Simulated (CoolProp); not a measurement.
The fluid at 298.15 K and 0.555 MPa (gas) is heated at constant pressure to 463 K. The same conditions are run with several fluids, on thermodynamics alone (safety and materials aside).

Computed with CoolProp (reference Helmholtz-energy equation of state of each fluid (methane: Setzmann 1991; ethane: Bücker 2006; R407C: Lemmon 2003; CF4 (R14): Platzer 1990; R22: Kamei 1995)). The equations of Platzer and Polt are older, rougher fits. Blends and air are pseudo-pure fits.

Problem. Rank methane, ethane, R407C, CF4 (R14), R22 by heat (kJ/kg), highest first.

Solution. methane (411), ethane (351), R407C (164), CF4 (R14) (133), R22 (127)

```json
[
 {"fluid": "methane", "final density (kg/m³)": "2.31"},
 {"fluid": "ethane", "final density (kg/m³)": "4.38"},
 {"fluid": "R407C", "final density (kg/m³)": "12.6"},
 {"fluid": "CF4 (R14)", "final density (kg/m³)": "12.7"},
 {"fluid": "R22", "final density (kg/m³)": "12.7"}
]
```
